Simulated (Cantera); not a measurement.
What does this Cantera script print?

```python
import numpy as np
import cantera as ct

gas = ct.Solution("SiF4_NH3_mec.yaml", "gas")
gas.TPX = 1950, 2400, {'NH3': 1, 'N2': 0.78}
inlet = ct.Reservoir(gas, clone=True)

reactor = ct.IdealGasConstPressureReactor(gas, energy="off", clone=False)
exhaust = ct.Reservoir(gas, clone=True)
tau = [22, 4.7, 1, 0.22, 0.048, 0.01, 0.0023, 0.00049, 0.00011][0]
for a, b in ((inlet, reactor), (reactor, exhaust)):
    ct.MassFlowController(a, b, mdot=lambda t: reactor.mass / tau)
net = ct.ReactorNet([reactor])
show = ['NH3', 'N2H2', 'N2H4', 'NH2', 'H', 'H2', 'N2']

rows = []
print(f"{'tau/s':>10s}{'T/K':>9s}" + "".join(f"{s:>11s}" for s in show))
for tau in [22, 4.7, 1, 0.22, 0.048, 0.01, 0.0023, 0.00049, 0.00011]:
    net.initial_time = 0.0
    net.advance(30 * tau)
    before = gas.X
    net.advance(40 * tau)
    drift = np.max(np.abs(gas.X - before) / (gas.X + 1e-9))
    rows.append([gas.T, *gas[show].X, drift])
    print(f"{tau:10.3e}{gas.T:9.1f}" + "".join(f"{x:11.3e}" for x in gas[show].X))
```

It prints:

```
     tau/s      T/K        NH3       N2H2       N2H4        NH2          H         H2         N2
 2.200e+01   1950.0  3.318e-02  1.583e-07  2.563e-10  1.234e-04  6.609e-04  5.071e-01  4.589e-01
 4.700e+00   1950.0  1.149e-01  7.234e-07  1.479e-09  2.963e-04  3.879e-04  4.287e-01  4.557e-01
 1.000e+00   1950.0  2.910e-01  2.415e-06  5.637e-09  5.783e-04  1.816e-04  2.595e-01  4.487e-01
 2.200e-01   1950.0  4.636e-01  4.572e-06  1.197e-08  8.426e-04  6.079e-05  9.360e-02  4.418e-01
 4.800e-02   1950.0  5.382e-01  5.209e-06  1.668e-08  9.946e-04  1.546e-05  2.192e-02  4.389e-01
 1.000e-02   1950.0  5.578e-01  3.379e-06  1.259e-08  8.641e-04  2.701e-06  3.245e-03  4.381e-01
 2.300e-03   1950.0  5.612e-01  5.069e-07  2.171e-09  3.590e-04  4.540e-07  2.755e-04  4.381e-01
 4.900e-04   1950.0  5.617e-01  1.912e-08  1.057e-10  7.950e-05  2.953e-07  4.046e-05  4.382e-01
 1.100e-04   1950.0  5.618e-01  6.944e-10  5.050e-12  1.768e-05  2.830e-07  8.708e-06  4.382e-01
```

Model: the gas-phase N/H chemistry of the illustrative SiF4/NH3 mechanism in the Surface Chemkin manual (1991), integrated in Cantera. Walls and surfaces, which speed up NH3 decomposition in real reactors, are not modelled.
